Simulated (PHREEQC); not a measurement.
PHREEQC input (Pitzer model, pitzer.dat):

```
SOLUTION 1
  temp 20
  units mol/kgw
  pH 7 charge
  C(4) 0.2461
  K 0.4861
END
USE solution 1
INCREMENTAL_REACTIONS false
REACTION 1
  H2O -1
  0 9.886 18.011 24.689 30.178 34.689 38.397 41.444
  43.949 46.007 47.699 49.089 50.232 51.172 51.944 52.578
  53.1 moles
EQUILIBRIUM_PHASES 1
  Kalicinite 0 0
SELECTED_OUTPUT 1
  -reset false
  -pH true
  -pe true
  -ionic_strength true
  -water true
  -activities H2O
  -totals C K
  -molalities H+ K+ CO3-2 OH- HCO3- CO2
  -equilibrium_phases Kalicinite
PRINT
  -reset false
END
```

Selected output (columns that matter, 13 of 17 rows; water left (kg) added in front):

```
water left (kg)	pH	mu	C	K	m_H+	m_K+	m_CO3-2	m_OH-	la_H2O
1	11.332	0.72414	0.2461	0.4861	1.0445e-11	0.4861	0.23804	0.001959	-0.0046163
0.8219	11.334	0.8815	0.29943	0.59143	1.1151e-11	0.59143	0.29007	0.0019351	-0.0055815
0.55522	11.334	1.3059	0.44325	0.87551	1.2972e-11	0.87551	0.43043	0.0018281	-0.008184
0.456334	11.334	1.5894	0.5393	1.0652	1.409e-11	1.0652	0.52418	0.0017464	-0.0099359
0.375067	11.335	1.9343	0.65615	1.296	1.5328e-11	1.296	0.63824	0.0016484	-0.012097
0.253374	11.348	2.8643	0.97129	1.9185	1.7955e-11	1.9185	0.9458	0.0014151	-0.018182
0.208245	11.364	3.4855	1.1818	2.3343	1.9145e-11	2.3343	1.1512	0.0012866	-0.022518
0.17117	11.389	4.2408	1.4378	2.8399	2.0042e-11	2.8399	1.401	0.0011548	-0.028136
0.115646	11.484	6.2778	2.128	4.2033	2.0139e-11	4.2033	2.0744	0.00089259	-0.045413
0.0950543	11.56	7.638	2.589	5.1139	1.8964e-11	5.1139	2.5241	0.00076664	-0.058779
0.0781196	11.662	9.2941	3.1503	6.2225	1.6865e-11	6.2225	3.0716	0.00064637	-0.077063
0.0527896	11.964	13.754	4.6619	9.2082	1.06e-11	9.2082	4.5459	0.0004289	-0.13706
0.0433854	12.177	16.736	5.6724	11.204	7.2137e-12	11.204	5.5315	0.00033429	-0.1855
```

Species that the database lacks are ignored.
